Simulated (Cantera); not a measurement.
Feed: 1 mol Si3N4, 0.24 mol C, 4.2 mol H2, at 0.00133 bar.

Method: chemical equilibrium by Gibbs-energy minimisation in Cantera with the NASA 1993 tables (ideal gas, pure condensed phases). Candidate condensed phases: C, C6H6, C7H8, C8H18, Si, SiC, Si3N4; 105 gas species. The tables' values for SiN are old estimates; treat these amounts as uncertain. Gases not in the tables: Si2H6 and higher silanes. Equilibrium is a limit: real reactors are often held back by kinetics, nucleation or transport.

Problem. At 2375 K, list the 7 most abundant gas species with their mole fractions, and the condensed phases.

Solution. H2 0.304, Si 0.266, H 0.213, N2 0.194, Si2C 0.00964, SiC2 0.00460, HCN 0.00386. Condensed: gas only.
